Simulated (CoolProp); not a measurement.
Properties of hexamethyldisiloxane (MM) along the isotherm 620 K (Tc = 518.7 K, pc = 1.931 MPa, ω = 0.418).

The numbers come from the reference Helmholtz-energy equation of state, Thol 2016 in CoolProp.

| p (MPa) | phase | density (kg/m³) | cp (kJ/(kg K)) | cv (kJ/(kg K)) | speed of sound (m/s) | Joule-Thomson coefficient (K/MPa) |
|---|---|---|---|---|---|---|
| 0.223 | gas | 7.179 | 2.277 | 2.219 | … | 5.380 |
| 0.446 | gas | 14.69 | 2.287 | 2.221 | 172.9 | 5.521 |
| 0.668 | gas | 22.51 | 2.299 | 2.224 | 169.2 | 5.660 |
| 0.891 | gas | 30.76 | 2.312 | 2.227 | 165.6 | 5.795 |
| 1.11 | gas | 39.25 | 2.326 | 2.230 | 162.1 | 5.922 |
| 1.34 | gas | 48.62 | 2.343 | 2.233 | … | 6.046 |
| 1.56 | gas | 58.03 | … | … | 155.2 | 6.153 |
| 1.78 | gas | 67.90 | 2.381 | 2.240 | 152.1 | 6.248 |
| 2.01 | supercritical | 78.74 | 2.405 | 2.243 | 149.1 | … |
| 2.23 | supercritical | 89.60 | 2.430 | 2.247 | 146.3 | … |
| 2.45 | supercritical | 101.0 | 2.457 | 2.251 | 143.7 | 6.452 |
| 2.67 | supercritical | 112.9 | 2.487 | 2.255 | … | 6.487 |
| 2.9 | supercritical | … | 2.521 | 2.259 | 138.9 | 6.504 |

**Question.** Some entries are withheld; supply them.

**Answer.** 
- 0.223, speed of sound (m/s): 176.6
- 1.34, speed of sound (m/s): 158.5
- 1.56, cp (kJ/(kg K)): 2.361
- 1.56, cv (kJ/(kg K)): 2.236
- 2.01, Joule-Thomson coefficient (K/MPa): 6.333
- 2.23, Joule-Thomson coefficient (K/MPa): 6.399
- 2.67, speed of sound (m/s): 141.3
- 2.9, density (kg/m³): 125.9
